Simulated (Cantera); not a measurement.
Cantera run:

```python
import numpy as np
import cantera as ct

gas_names = """
    B BCL BCL2 BCL3 BH BH2 BH3 BO BOCL BO2 B2 B2O B2O2 B2O3 B3O3CL3 B3O3H3 CL CLO CL2 H HBO HBO2 HCL
    HOCL HO2 H2 H2O H2O2 H3B3O6 O OH O2 O3
""".split()
cond_names = """
    B(b) B(L) B2O3(L) B3O3H3(cr) H2O(s) H2O(L)
""".split()


def load(file, names, dense=False):
    # The tables refer to 1 bar. Condensed volumes are neglected.
    table = {s.name: s for s in ct.Species.list_from_file(file)}
    out = []
    for n in names:
        d = dict(table[n].input_data)
        d["thermo"] = dict(d["thermo"], **{"reference-pressure": 1e5})
        if dense:
            d["equation-of-state"] = {"model": "constant-volume", "density": "1e6 g/cm^3"}
        out.append(ct.Species.from_dict(d))
    return out


gas = ct.Solution(thermo="ideal-gas", species=load("nasa_gas.yaml", gas_names))
cond = {s.name: ct.Solution(thermo="fixed-stoichiometry", species=[s], name=s.name)
        for s in load("nasa_condensed.yaml", cond_names, dense=True)}
atoms = {
    'BCl3': {'B': 1, 'CL': 3},
    'O2': {'O': 2},
    'H2': {'H': 2},
}
top_T = {}  # K; cautious upper limits of use, not melting points


def equilibrate(T, P, feed):
    n = {}
    for name, mol in feed.items():
        for a, k in atoms[name].items():
            n[a] = n.get(a, 0.0) + k * mol
    gas.TPX = T, P, n
    mass = sum(n.values()) * gas.mean_molecular_weight
    gas.equilibrate("TP")
    valid = [c for c in cond.values() if c.min_temp <= T <= top_T.get(c.name, c.max_temp)]
    mix = ct.Mixture([(gas, mass / gas.mean_molecular_weight)] + [(c, 0.0) for c in valid])
    mix.T, mix.P = T, P
    mix.equilibrate("TP", solver="vcs", rtol=1e-11, max_steps=5000)
    return mix


results = []
T = 1500  # K
P = 17000  # Pa
for m in [0.39, 0.58, 0.76, 0.95, 1.1, 1.3, 1.5, 1.7, 1.9, 2.1, 2.2, 2.4]:
    feed = {'BCl3': 1, 'O2': m, 'H2': 1.9}  # mol
    mix = equilibrate(T, P, feed)
    results.append((T, P, feed, dict(zip(mix.species_names, mix.species_moles))))

top = {s: max(r[3][s] / sum(r[3][g] for g in gas_names) for r in results) for s in gas_names}
cols = sorted((s for s in top if top[s] > 1e-06), key=lambda s: -top[s])[:7]
seen = [c for c in cond_names if any(r[3].get(c, 0) > 1e-12 for r in results)]
print("log10 of partial pressures in bar; condensed amounts in mol")
print(f"{'n(O2)':>10s}" + "".join(f"{s[:9]:>10s}" for s in cols + seen))
for T, P, feed, n in results:
    ng = sum(n[g] for g in gas_names)
    print(f"{feed['O2']:10.4g}" + "".join(f"{np.log10(max(n[s] / ng * P / 1e5, 1e-99)):10.3f}" for s in cols)
          + "".join(f"{n.get(c, 0):10.4g}" for c in seen))
```

Result:

```
log10 of partial pressures in bar; condensed amounts in mol
     n(O2)       HCL        H2        O2       H2O      BCL3   B3O3CL3      HBO2   B2O3(L)
      0.39    -1.076    -1.227   -19.998    -5.502    -1.729    -2.189    -4.366    0.1295
      0.58    -0.922    -1.421   -18.539    -4.967    -2.072    -2.531    -4.099    0.3228
      0.76    -0.826    -1.722   -14.230    -3.114    -4.561    -5.021    -3.172    0.4912
      0.95    -0.829    -3.952    -7.025    -1.741    -6.631    -7.091    -2.486     0.466
       1.1    -0.867    -6.276    -2.265    -1.686    -6.829    -7.289    -2.458    0.4622
       1.3    -0.898    -6.475    -1.868    -1.686    -6.922    -7.382    -2.458    0.4602
       1.5    -0.925    -6.580    -1.675    -1.695    -6.990    -7.450    -2.463    0.4585
       1.7    -0.950    -6.654    -1.552    -1.707    -7.045    -7.505    -2.469    0.4571
       1.9    -0.973    -6.712    -1.464    -1.721    -7.094    -7.554    -2.476    0.4557
       2.1    -0.995    -6.760    -1.396    -1.735    -7.138    -7.598    -2.483    0.4545
       2.2    -1.006    -6.781    -1.368    -1.742    -7.159    -7.619    -2.486    0.4539
       2.4    -1.026    -6.820    -1.319    -1.756    -7.198    -7.658    -2.493    0.4527
```

These are equilibrium values from Cantera (NASA tables, ideal gas, pure condensed phases), not measurements of a reactor. The tables' values for BOCl, BCl2, BCl are old estimates; treat these amounts as uncertain. Gases not in the tables: H3BO3, BHCl2.
